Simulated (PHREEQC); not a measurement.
Dissolve 62 mmol/kgw CuSO4, 2.6 mmol/kgw NaHCO3 and 0.11 mmol/kgw NaCl at 25 °C. Closed to the air; pH follows from the charge balance.

Equilibrium calculation in PHREEQC: ion-association model, wateq4f.dat.

Question: The ionic strength comes out as 0.138 mol/kgw. What activity coefficients do CuCl+, HSO4-, Cu2(OH)2+2, Cl-, Cu+2 get?

Answer: CuCl+ 0.75, HSO4- 0.76, Cu2(OH)2+2 0.34, Cl- 0.74, Cu+2 0.37.

This is a speciation only: nothing precipitates in the calculation. Examples of supersaturated solids here: Antlerite, Brochantite. Others may be too. Complexes and solids missing from the database can't appear.
